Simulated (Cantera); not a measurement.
# MgO + H2 (sublimation and decomposition of ceramics)

Charge: 1 mol MgO, 1.5 mol H2, equilibrated at 170 Pa.

These are equilibrium values from Cantera (NASA tables, ideal gas, pure condensed phases), not measurements of a reactor. Candidate condensed phases: H2O, Mg, MgO, Mg(OH)2; 15 gas species. The tables' values for MgH are old estimates; treat these amounts as uncertain. Rates play no part.

| T (°C) | x H2 | x H | x Mg | x H2O | x O | x OH | x O2 | x MgO | n MgO(s) |
|---|---|---|---|---|---|---|---|---|---|
| 1177 | 0.999 | 0.000229 | 0.000393 | 0.000393 | <1e-12 | 2.16e-9 | <1e-12 | 3.82e-12 | 0.999 |
| 1327 | 0.994 | 0.00131 | 0.00257 | 0.00257 | 1.46e-10 | 1.33e-7 | <1e-12 | 6.34e-10 | 0.996 |
| 1477 | 0.970 | 0.00556 | 0.0120 | 0.0120 | 1.81e-8 | 4.02e-6 | 9.97e-11 | 4.36e-8 | 0.982 |
| 1627 | 0.897 | 0.0182 | 0.0422 | 0.0421 | 1.07e-6 | 7.03e-5 | 2.20e-8 | 1.53e-6 | 0.933 |
| 1777 | 0.724 | 0.0468 | 0.114 | 0.114 | 3.75e-5 | 0.000803 | 2.52e-6 | 3.17e-5 | 0.800 |
| 1927 | 0.441 | 0.0907 | 0.233 | 0.225 | 0.000928 | 0.00647 | 0.000200 | 0.000431 | 0.507 |
| 2077 | 0.176 | 0.127 | 0.350 | 0.277 | 0.0167 | 0.0344 | 0.0109 | 0.00373 | 0 |
| 2227 | 0.159 | 0.243 | 0.307 | 0.161 | 0.0515 | 0.0512 | 0.0214 | 0.00369 | 0 |
| 2377 | 0.115 | 0.386 | 0.259 | 0.0601 | 0.105 | 0.0490 | 0.0223 | 0.00261 | 0 |
| 2527 | 0.0629 | 0.498 | 0.226 | 0.0139 | 0.154 | 0.0309 | 0.0136 | 0.00150 | 0 |
| 2677 | 0.0288 | 0.556 | 0.210 | 0.00246 | 0.180 | 0.0152 | 0.00612 | 0.000806 | 0 |
x: gas mole fraction; n: condensed amount in mol.

From 1177 °C to 1927 °C the condensed part is MgO(s). From 2077 °C to 2677 °C nothing is condensed. The main Mg-bearing gas is Mg throughout.
